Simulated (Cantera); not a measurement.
A closed system holds: 1 mol N2O, a varied amount of H2O, 0.91 mol O2, equilibrated at 3000 K and 1 atm.

Equilibrium computed with Cantera from the NASA thermochemical tables; the gas is ideal and each condensed phase is pure. Candidate condensed phases: H2O; 24 gas species. Equilibrium is a limit: real reactors are often held back by kinetics, nucleation or transport.

Problem. At 4.6 mol H2O, list the 6 most abundant gas species with their mole fractions, and the condensed phases.

Solution. H2O 0.466, O2 0.159, N2 0.120, OH 0.106, H2 0.0521, O 0.0448. Condensed: gas only.
